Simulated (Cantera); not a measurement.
Input: 1 mol CH3F, 2.3 mol H2, 0.033 mol Si, held at 698 K and 10.0 Torr.

Equilibrium computed with Cantera from the NASA thermochemical tables; the gas is ideal and each condensed phase is pure. Candidate condensed phases: C, C6H6, C7H8, C8H18, Si, SiC; 113 gas species. Kinetics and transport are ignored.

Base state: H2 0.716, HF 0.216, CH4 0.0605, SiF4 0.00820 (mole fractions); condensed: C(graphite).

### Question
What changes in the equilibrium state with this change: Si from 0.033 to 0.043 mol?

### Answer
```csv
species,before,after
H2,0.716,0.721
HF,0.216,0.206
CH4,0.0605,0.0615
SiF4,0.00820,0.0107
"C(graphite), mol",0.756,0.753
```

### Question
What changes in the equilibrium state with this change: pressure from 10.0 Torr to 0.975 Torr?

### Answer
| species | before | after |
|---|---|---|
| H2 | 0.716 | 0.780 |
| HF | 0.216 | 0.205 |
| SiF4 | 0.00820 | 0.00779 |
| CH4 | 0.0605 | 0.00702 |
| C(graphite), mol | 0.756 | 0.970 |
